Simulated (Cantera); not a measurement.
Input: 1 mol Fe, 0.44 mol Cl2, 1.1 mol N2, 0.025 mol HCl, equilibrated at 1330 Pa.

Method: chemical equilibrium by Gibbs-energy minimisation in Cantera with the NASA 1993 tables (ideal gas, pure condensed phases). Candidate condensed phases: Fe, FeCl2, FeCl3, NH4Cl; 18 gas species. Equilibrium is a limit: real reactors are often held back by kinetics, nucleation or transport.

At 1375 K, list the 5 most abundant gas species with their mole fractions, and the condensed phases.

N2 0.703, FeCl2 0.281, HCl 0.0150, H2 0.000471, Fe2Cl4 0.000115. Condensed: Fe(γ).
